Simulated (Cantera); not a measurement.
# NO annealing gas

An isothermal, constant-pressure homogeneous reactor starts with NO : N2 = 1 : 0.18 (molar parts), at 2025 K and 10.00 Torr.

Cantera simulation using GRI-Mech 3.0 (53 species, 325 reactions); the numbers are that mechanism's predictions, not measurements. Radical loss at walls, strong at low pressure, is not modelled.

```json
[
 {"t (s)": "0.000100", "x NO": "0.847", "x O2": "1.29e-9", "x N2O": "1.33e-6", "x N2": "0.153", "x O": "1.33e-6", "x NO2": "8.12e-10"},
 {"t (s)": "0.000335", "x NO": "0.847", "x O2": "1.45e-8", "x N2O": "4.43e-6", "x N2": "0.153", "x O": "4.48e-6", "x NO2": "9.00e-9"},
 {"t (s)": "0.00112", "x NO": "0.847", "x O2": "1.64e-7", "x N2O": "1.46e-5", "x N2": "0.153", "x O": "1.52e-5", "x NO2": "9.49e-8"},
 {"t (s)": "0.00376", "x NO": "0.847", "x O2": "1.91e-6", "x N2O": "4.65e-5", "x N2": "0.153", "x O": "5.26e-5", "x NO2": "8.88e-7"},
 {"t (s)": "0.0126", "x NO": "0.847", "x O2": "2.45e-5", "x N2O": "0.000131", "x N2": "0.153", "x O": "0.000193", "x NO2": "5.80e-6"},
 {"t (s)": "0.0422", "x NO": "0.846", "x O2": "0.000348", "x N2O": "0.000247", "x N2": "0.153", "x O": "0.000660", "x NO2": "1.76e-5"},
 {"t (s)": "0.141", "x NO": "0.839", "x O2": "0.00314", "x N2O": "0.000233", "x N2": "0.156", "x O": "0.00121", "x NO2": "2.68e-5"},
 {"t (s)": "0.474", "x NO": "0.815", "x O2": "0.0150", "x N2O": "0.000204", "x N2": "0.168", "x O": "0.00147", "x NO2": "4.00e-5"},
 {"t (s)": "1.59", "x NO": "0.726", "x O2": "0.0592", "x N2O": "0.000141", "x N2": "0.213", "x O": "0.00208", "x NO2": "6.81e-5"},
 {"t (s)": "5.32", "x NO": "0.434", "x O2": "0.204", "x N2O": "3.98e-5", "x N2": "0.358", "x O": "0.00333", "x NO2": "7.95e-5"},
 {"t (s)": "17.8", "x NO": "0.0725", "x O2": "0.384", "x N2O": "9.74e-7", "x N2": "0.539", "x O": "0.00438", "x NO2": "1.87e-5"},
 {"t (s)": "59.7", "x NO": "0.0119", "x O2": "0.415", "x N2O": "6.20e-8", "x N2": "0.569", "x O": "0.00454", "x NO2": "3.19e-6"},
 {"t (s)": "200", "x NO": "0.00985", "x O2": "0.416", "x N2O": "5.43e-8", "x N2": "0.570", "x O": "0.00454", "x NO2": "2.64e-6"}
]
```
x: mole fraction; the columns are a selection and need not sum to one.

Equilibrium at this temperature and pressure: NO 0.00985, O2 0.416, N2O 5.43e-8, N2 0.570, O 0.00454, NO2 2.64e-6 (gas phase only).
